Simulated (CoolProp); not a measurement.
Saturated liquid density (kg/m³) of octamethylcyclotetrasiloxane (D4): the reference equation beside estimates from Tc = 313.4 °C, pc = 13.47 bar, ω = 0.598.

Model: reference Helmholtz-energy equation of state, Thol 2015, in CoolProp.

| T (°C) | reference | Soave-Redlich-Kwong | Peng-Robinson |
|---|---|---|---|
| 93.55 | 870.9 | 785.7 | 885.2 |
| 101.75 | 861.0 | 778.2 | 877.1 |
| 109.85 | 851.2 | 770.4 | 868.8 |
| 118.05 | 841.1 | 762.2 | 859.9 |
| 126.15 | 830.9 | 753.8 | 850.9 |
| 134.25 | 820.7 | 745.0 | 841.3 |
| 142.45 | 810.2 | 735.7 | 831.2 |
| 150.55 | 799.6 | 726.1 | 820.8 |
| 158.75 | 788.7 | 715.9 | 809.7 |
| 166.85 | 777.7 | 705.4 | 798.1 |
| 175.05 | 766.3 | 694.2 | 785.8 |
| 183.15 | 754.8 | 682.5 | 773.0 |
| 191.25 | 743.1 | 670.3 | 759.4 |
| 199.45 | 730.8 | 657.3 | 744.9 |

Absolute difference from the reference over all 14 rows, mean and median: Soave-Redlich-Kwong 9.5 and 9.4 %, Peng-Robinson 2.3 and 2.4 %.
